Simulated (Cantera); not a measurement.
A freely propagating, adiabatic, planar premixed flame of CO : H2 : CH4 : O2 : N2 = 1 : 0.086 : 0.38 : 1.65 : 6.2 (molar parts), equivalence ratio 0.79, unburnt at 700 K and 1.00 bar; mixture-averaged transport, grid criteria slope 0.08 and curve 0.16, no radiation.

Model: GRI-Mech 3.0 (53 species, 325 reactions), integrated in Cantera. Burning velocities carry a grid error of a few per cent, more on coarse grids.

Problem. What does this change do: CH4 0.38 to 0.48 parts?

Solution. 
| quantity | before | after |
|---|---|---|
| laminar burning velocity | 207 cm/s | 230 cm/s |
| thermal thickness | 0.373 mm | 0.325 mm |
| peak x(HO2) | 0.000167 | 0.000182 |
| peak x(CH2CO) | 1.21e-5 | 2.37e-5 |

Problem. What does this change do: CH4 0.38 to 0.49 parts?

Solution. 
```csv
quantity,before,after
laminar burning velocity,207 cm/s,232 cm/s
thermal thickness,0.373 mm,0.321 mm
peak x(HO2),0.000167,0.000183
peak x(CH2CO),1.21e-5,2.52e-5
```

Problem. What does this change do: 0.47 parts CO2 added?

Solution. 
```tsv
quantity	before	after
laminar burning velocity	207 cm/s	166 cm/s
thermal thickness	0.373 mm	0.418 mm
peak x(HO2)	0.000167	0.000156
peak x(CH2CO)	1.21e-5	1.12e-5
```
